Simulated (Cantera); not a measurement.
Silicon carbide growth: CH₃SiCl₃ + C₂H₄ + H₂

A closed system holds: 1 mol CH₃SiCl₃, 0.054 mol C₂H₄, a varied amount of H₂, equilibrated at 2048 K and 490 Pa.

Cantera equilibrium calculation (NASA polynomials, part measured and part estimated; ideal gas, pure solids and liquids). Candidate condensed phases: C, C₆H₆, C₇H₈, C₈H₁₈, Si, SiC; 109 gas species. The feed counts by its element totals alone. The tables' values for SiCl are old estimates; treat these amounts as uncertain. The numbers say what is thermodynamically allowed, not how fast it happens.

From 30 mol H₂ to 110 mol H₂ the condensed part is C(graphite) + SiC(s). From 140 mol H₂ to 300 mol H₂ the condensed part is SiC(s). The main Si-bearing gas is SiCl₂ at 30 mol H₂ and Si at 300 mol H₂. The share of Si in condensed phases is highest at 30 mol H₂ (91.5 %) and lowest at 300 mol H₂ (58.3 %).

```tsv
n(H₂) (mol)	x H₂	x HCl	x H	x Cl	x SiCl₂	x Si	x C₂H₂ (acetylene)	x SiCl	n C(graphite)	n SiC(s)
30	0.880	0.0844	0.0300	0.00213	0.00120	0.00101	0.000923	0.000150	0.126	0.915
68	0.926	0.0399	0.0308	0.000982	0.000254	0.00101	0.000971	6.92e-5	0.0656	0.892
110	0.941	0.0252	0.0310	0.000616	9.99e-5	0.00101	0.000986	4.34e-5	0.0163	0.848
140	0.946	0.0200	0.0311	0.000486	6.36e-5	0.00103	0.000949	3.50e-5	0	0.811
180	0.951	0.0156	0.0312	0.000379	4.04e-5	0.00107	0.000878	2.85e-5	0	0.755
220	0.953	0.0128	0.0312	0.000311	2.79e-5	0.00110	0.000835	2.40e-5	0	0.698
260	0.955	0.0109	0.0313	0.000264	2.04e-5	0.00112	0.000805	2.07e-5	0	0.641
300	0.957	0.00945	0.0313	0.000229	1.56e-5	0.00114	0.000784	1.82e-5	0	0.583
```
x: gas mole fraction; n: condensed amount in mol.
